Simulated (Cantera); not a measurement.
## Pyrogenic steam for wet oxidation

An isothermal, constant-pressure homogeneous reactor starts with H2 : O2 : N2 = 0.83 : 1 : 0.55 (molar parts), equivalence ratio 0.41, at 1225 K and 0.133 bar.

Detailed kinetics in Cantera: GRI-Mech 3.0 (53 species, 325 reactions). The temperature is held fixed by assumption; the heat of reaction is taken as removed at once.

```
t (s)         x H2   x O2     x NO2      x OH     x NO
--------  --------  -----  --------  --------  -------
8.00e-6      0.349  0.420    <1e-12   2.87e-9   <1e-12
2.18e-5      0.349  0.420    <1e-12   2.80e-8   <1e-12
5.94e-5      0.349  0.420    <1e-12   4.34e-6   <1e-12
0.000162    0.0437  0.282  5.44e-11    0.0137  9.90e-7
0.000442   0.00874  0.293   1.09e-9   0.00628  3.83e-6
0.00120   0.000762  0.297   1.23e-8   0.00156  3.94e-6
0.00328    7.97e-5  0.298   3.52e-8  0.000530  3.92e-6
0.00894    1.20e-5  0.298   4.15e-8  0.000230  3.91e-6
0.0244     2.61e-6  0.298   3.24e-8  0.000116  3.92e-6
0.0665     7.24e-7  0.298   2.13e-8   6.33e-5  3.93e-6
0.181      2.34e-7  0.298   1.54e-8   3.66e-5  3.94e-6
0.494      8.89e-8  0.298   1.68e-8   2.26e-5  3.94e-6
1.35       5.00e-8  0.298   2.34e-8   1.65e-5  3.93e-6
3.67       4.52e-8  0.298   2.56e-8   1.56e-5  3.93e-6
10.0       4.51e-8  0.298   2.56e-8   1.55e-5  3.93e-6
```
x: mole fraction; the columns are a selection and need not sum to one.

Equilibrium at this temperature and pressure: H2 4.51e-8, O2 0.298, NO2 1.09e-6, OH 1.55e-5, NO 0.000168 (gas phase only).
